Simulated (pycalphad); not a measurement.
An equivalent pycalphad script:

```python
from pycalphad import Database, equilibrium, calculate, variables as v
import numpy as np
db = Database('COST507.tdb')
comps = ['SN', 'SI', 'VA']
phases = ['BCT_A5', 'DIAMOND_A4', 'LIQUID']
eq = equilibrium(db, comps, phases, {v.X('SI'): 0.4625, v.T: np.arange(2350, 499, -40), v.P: 101325, v.N: 1}, output=['HM', 'SM'])
```

All values are pycalphad results on the COST 507 light-alloy database (1999) (1 atm), not direct measurements. These are 1990s assessments: newer ones move some temperatures and phases. Phase fractions are per mole of atoms.

Results at three of the temperatures:

```
T = 2190.00 K, P = 101325 Pa, N = 1 mol of atoms
G = -170960 J/mol, H = 85270 J/mol, S = 117.00 J/(mol K)  (SER reference)
chemical potentials (J/mol): Sn -212883, Si -122238
phase             fraction      x(Sn)      x(Si)
LIQUID              1.0000     0.5375     0.4625
```

```
T = 2150.00 K, P = 101325 Pa, N = 1 mol of atoms
G = -166290 J/mol, H = 84155 J/mol, S = 116.49 J/(mol K)  (SER reference)
chemical potentials (J/mol): Sn -207802, Si -118045
phase             fraction      x(Sn)      x(Si)
LIQUID              1.0000     0.5375     0.4625
```

```
T = 1270.00 K, P = 101325 Pa, N = 1 mol of atoms
G = -74571 J/mol, H = 31203 J/mol, S = 83.29 J/(mol K)  (SER reference)
chemical potentials (J/mol): Sn -100828, Si -44055
phase             fraction      x(Sn)      x(Si)
LIQUID              0.5542     0.9698     0.0302
DIAMOND_A4          0.4458    3.7e-07     1.0000
```

Changes of the phase set, refined by bisection:

```csv
T (K),phases above,phases below
1607.3,LIQUID,DIAMOND_A4 + LIQUID
```

DIAMOND_A4 is diamond (Si).
